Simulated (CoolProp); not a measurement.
The numbers come from the reference Helmholtz-energy equation of state, Lemmon 2000 in CoolProp. It is a pseudo-pure fit of the blend.

For dry air, give the phase and the density (kg/m³), isothermal compressibility (1/MPa), expansivity (1/kK), viscosity (µPa s) at 81.5 K and 0.235 MPa.


- 81.5 K and 0.235 MPa: liquid; density 864, isothermal compressibility 0.00306, expansivity 5.42, viscosity 153

Viscosity comes from a separate model (Lemmon 2004).
